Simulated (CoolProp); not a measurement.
The numbers come from the reference Helmholtz-energy equation of state, Thol 2017 in CoolProp.

Task: For octamethyltrisiloxane (MDM), give the phase and the speed of sound (m/s), Joule-Thomson coefficient (K/MPa) at 301.85 °C and 0.00682 MPa; 301.85 °C and 0.0533 MPa.

Result: 
- 301.85 °C and 0.00682 MPa: gas; speed of sound 143, Joule-Thomson coefficient 8.15
- 301.85 °C and 0.0533 MPa: gas; speed of sound 142, Joule-Thomson coefficient 8.31
